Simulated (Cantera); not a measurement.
Input: 1 mol CH₃SiCl₃, 0.079 mol C₂H₄, 8.2 mol H₂, at 1950 °C and 3.83 Torr.

Cantera equilibrium calculation (NASA polynomials, part measured and part estimated; ideal gas, pure solids and liquids). Candidate condensed phases: C, C₆H₆, C₇H₈, C₈H₁₈, Si, SiC; 109 gas species. The feed counts by its element totals alone. The tables' values for SiCl, SiCl₃ are old estimates; treat these amounts as uncertain. Gases not in the tables: Si₂H₆ and higher silanes. Kinetics and transport are ignored.

Base state: H₂ 0.676, HCl 0.204, H 0.0738, Cl 0.0161, SiCl₂ 0.0133, Si 0.0104, SiCl 0.00207, C₂H₂ (acetylene) 0.00196 (mole fractions); condensed: C(graphite) + SiC(s).

Q: What changes in the equilibrium state with this change: CH₃SiCl₃ replaced by SiH₄?

A: 
| species | before | after |
|---|---|---|
| H₂ | 0.676 | 0.846 |
| H | 0.0738 | 0.0825 |
| Si | 0.0104 | 0.0645 |
| HCl | 0.204 | 0 |
| Cl | 0.0161 | 0 |
| SiCl₂ | 0.0133 | 0 |
| SiCl | 0.00207 | 0 |
| SiCl₃ | 2.68e-5 | 0 |
| Si₃ | 4.44e-7 | 0.000107 |
| C(graphite), mol | 0.420 | 0 |
| SiC(s), mol | 0.656 | 0.105 |

Q: What changes in the equilibrium state with this change: CH₃SiCl₃ replaced by Si(CH₃)₄?

A: 
| species | before | after |
|---|---|---|
| H₂ | 0.676 | 0.900 |
| H | 0.0738 | 0.0851 |
| Si | 0.0104 | 0.0104 |
| HCl | 0.204 | 0 |
| Cl | 0.0161 | 0 |
| SiCl₂ | 0.0133 | 0 |
| SiCl | 0.00207 | 0 |
| SiCl₃ | 2.68e-5 | 0 |
| C₂H₂ (acetylene) | 0.00196 | 0.00261 |
| C(graphite), mol | 0.420 | 3.23 |
| SiC(s), mol | 0.656 | 0.800 |
